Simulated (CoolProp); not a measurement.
C2F6 (R116) along the isobar 424 kPa: Z from the reference equation and from simpler models built on Tc = 293.0 K, pc = 3048 kPa, ω = 0.257; each cubic takes its own stable root.

Computed with CoolProp (reference Helmholtz-energy equation of state, Lemmon 2006). It is a short technical equation, of lower accuracy than the large ones.

```json
[
 {"T (K)": "270.8", "phase": "gas", "reference": "0.9364", "Pitzer virial": "0.9365", "van der Waals": "0.9477", "Redlich-Kwong": "0.9379", "Soave-Redlich-Kwong": "0.9357", "Peng-Robinson": "0.9300"},
 {"T (K)": "277.1", "phase": "gas", "reference": "0.9414", "Pitzer virial": "0.9414", "van der Waals": "0.9507", "Redlich-Kwong": "0.9421", "Soave-Redlich-Kwong": "0.9406", "Peng-Robinson": "0.9350"},
 {"T (K)": "283.5", "phase": "gas", "reference": "0.9460", "Pitzer virial": "0.9458", "van der Waals": "0.9534", "Redlich-Kwong": "0.9459", "Soave-Redlich-Kwong": "0.9451", "Peng-Robinson": "0.9396"},
 {"T (K)": "289.8", "phase": "gas", "reference": "0.9501", "Pitzer virial": "0.9498", "van der Waals": "0.9560", "Redlich-Kwong": "0.9494", "Soave-Redlich-Kwong": "0.9491", "Peng-Robinson": "0.9438"},
 {"T (K)": "296.2", "phase": "gas", "reference": "0.9538", "Pitzer virial": "0.9534", "van der Waals": "0.9583", "Redlich-Kwong": "0.9527", "Soave-Redlich-Kwong": "0.9529", "Peng-Robinson": "0.9477"},
 {"T (K)": "302.5", "phase": "gas", "reference": "0.9572", "Pitzer virial": "0.9567", "van der Waals": "0.9605", "Redlich-Kwong": "0.9556", "Soave-Redlich-Kwong": "0.9563", "Peng-Robinson": "0.9512"},
 {"T (K)": "308.9", "phase": "gas", "reference": "0.9603", "Pitzer virial": "0.9598", "van der Waals": "0.9626", "Redlich-Kwong": "0.9583", "Soave-Redlich-Kwong": "0.9595", "Peng-Robinson": "0.9545"},
 {"T (K)": "315.2", "phase": "gas", "reference": "0.9631", "Pitzer virial": "0.9626", "van der Waals": "0.9645", "Redlich-Kwong": "0.9608", "Soave-Redlich-Kwong": "0.9624", "Peng-Robinson": "0.9575"},
 {"T (K)": "321.6", "phase": "gas", "reference": "0.9657", "Pitzer virial": "0.9652", "van der Waals": "0.9662", "Redlich-Kwong": "0.9632", "Soave-Redlich-Kwong": "0.9650", "Peng-Robinson": "0.9603"},
 {"T (K)": "327.9", "phase": "gas", "reference": "0.9680", "Pitzer virial": "0.9675", "van der Waals": "0.9679", "Redlich-Kwong": "0.9653", "Soave-Redlich-Kwong": "0.9675", "Peng-Robinson": "0.9628"},
 {"T (K)": "334.3", "phase": "gas", "reference": "0.9702", "Pitzer virial": "0.9697", "van der Waals": "0.9695", "Redlich-Kwong": "0.9673", "Soave-Redlich-Kwong": "0.9698", "Peng-Robinson": "0.9652"},
 {"T (K)": "340.6", "phase": "gas", "reference": "0.9722", "Pitzer virial": "0.9717", "van der Waals": "0.9709", "Redlich-Kwong": "0.9691", "Soave-Redlich-Kwong": "0.9719", "Peng-Robinson": "0.9674"},
 {"T (K)": "347", "phase": "gas", "reference": "0.9740", "Pitzer virial": "0.9736", "van der Waals": "0.9723", "Redlich-Kwong": "0.9709", "Soave-Redlich-Kwong": "0.9738", "Peng-Robinson": "0.9695"},
 {"T (K)": "353.3", "phase": "gas", "reference": "0.9757", "Pitzer virial": "0.9753", "van der Waals": "0.9736", "Redlich-Kwong": "0.9725", "Soave-Redlich-Kwong": "0.9756", "Peng-Robinson": "0.9714"},
 {"T (K)": "359.7", "phase": "gas", "reference": "0.9773", "Pitzer virial": "0.9769", "van der Waals": "0.9748", "Redlich-Kwong": "0.9740", "Soave-Redlich-Kwong": "0.9773", "Peng-Robinson": "0.9732"}
]
```
